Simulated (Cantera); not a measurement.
A Cantera script and its output.

```python
import numpy as np
import cantera as ct

gas = ct.Solution("gri30.yaml")
gas.TPX = 1050, 22000, {'H2': 1, 'O2': 0.227, 'N2': 0.855, 'H2O': 0.055}
reactor = ct.IdealGasReactor(gas, energy="on", clone=False)
net = ct.ReactorNet([reactor])
net.rtol, net.atol = 1e-08, 1e-16
show = ['H2', 'O2', 'H2O', 'HO2', 'NO', 'H2O2']
times = np.geomspace(8e-06, 0.6, 16)

steps = ct.SolutionArray(gas, extra=["t"])
rows = []
print(f"{'t/s':>10s}{'T/K':>9s}{'P/Pa':>11s}" + "".join(f"{s:>11s}" for s in show))
for t in times:
    while net.time < t:
        t_next = net.step()
        steps.append(gas.state, t=t_next)
    rows.append([np.interp(t, steps.t, y) for y in (steps.T, steps.P, *steps(*show).X.T)])
    print(f"{t:10.3e}{rows[-1][0]:9.1f}{rows[-1][1]:11.4g}" + "".join(f"{x:11.3e}" for x in rows[-1][2:]))
rate = np.gradient(steps.T, steps.t)
print("integrator steps:", len(steps.t))
if steps.T.max() > steps.T[0] + 200:
    print(f"time of steepest temperature rise: {steps.t[rate.argmax()]:.4e} s")
gas.TPX = 1050, 22000, {'H2': 1, 'O2': 0.227, 'N2': 0.855, 'H2O': 0.055}
gas.equilibrate("UV")
print(f"equilibrium (UV): T = {gas.T:.1f} K  " + "  ".join(f"{s} {gas[s].X[0]:.3e}" for s in show))
```

Result:

```
       t/s      T/K       P/Pa         H2         O2        H2O        HO2         NO       H2O2
 8.000e-06   1050.0    2.2e+04  4.679e-01  1.062e-01  2.574e-02  2.385e-10  7.351e-25  1.347e-13
 1.691e-05   1050.0    2.2e+04  4.679e-01  1.062e-01  2.574e-02  5.159e-10  5.941e-24  6.108e-13
 3.574e-05   1050.0    2.2e+04  4.679e-01  1.062e-01  2.574e-02  1.161e-09  5.211e-23  2.832e-12
 7.553e-05   1050.0    2.2e+04  4.679e-01  1.062e-01  2.574e-02  3.064e-09  7.889e-22  1.424e-11
 1.596e-04   1050.0    2.2e+04  4.679e-01  1.062e-01  2.574e-02  1.959e-08  1.056e-19  1.166e-10
 3.374e-04   1050.1    2.2e+04  4.679e-01  1.062e-01  2.576e-02  2.773e-06  3.707e-15  1.447e-08
 7.130e-04   1994.0  3.986e+04  2.272e-01  1.593e-03  2.322e-01  4.562e-07  6.985e-06  1.182e-07
 1.507e-03   2573.8  4.944e+04  2.647e-01  3.117e-04  2.500e-01  1.924e-07  6.605e-05  2.761e-08
 3.185e-03   2634.0  5.037e+04  2.685e-01  2.171e-04  2.524e-01  1.537e-07  2.073e-04  2.448e-08
 6.732e-03   2633.5  5.036e+04  2.688e-01  2.138e-04  2.523e-01  1.515e-07  4.363e-04  2.423e-08
 1.423e-02   2632.5  5.035e+04  2.690e-01  2.116e-04  2.521e-01  1.499e-07  6.344e-04  2.404e-08
 3.007e-02   2632.3  5.034e+04  2.691e-01  2.111e-04  2.521e-01  1.496e-07  6.790e-04  2.400e-08
 6.355e-02   2632.3  5.034e+04  2.691e-01  2.111e-04  2.521e-01  1.496e-07  6.801e-04  2.400e-08
 1.343e-01   2632.3  5.034e+04  2.691e-01  2.111e-04  2.521e-01  1.496e-07  6.801e-04  2.400e-08
 2.839e-01   2632.3  5.034e+04  2.691e-01  2.111e-04  2.521e-01  1.496e-07  6.801e-04  2.400e-08
 6.000e-01   2632.3  5.034e+04  2.691e-01  2.111e-04  2.521e-01  1.496e-07  6.801e-04  2.400e-08
integrator steps: 1366
time of steepest temperature rise: 5.8950e-04 s
equilibrium (UV): T = 2632.3 K  H2 2.691e-01  O2 2.111e-04  H2O 2.521e-01  HO2 1.496e-07  NO 6.801e-04  H2O2 2.400e-08
```

Detailed kinetics in Cantera: GRI-Mech 3.0 (53 species, 325 reactions).
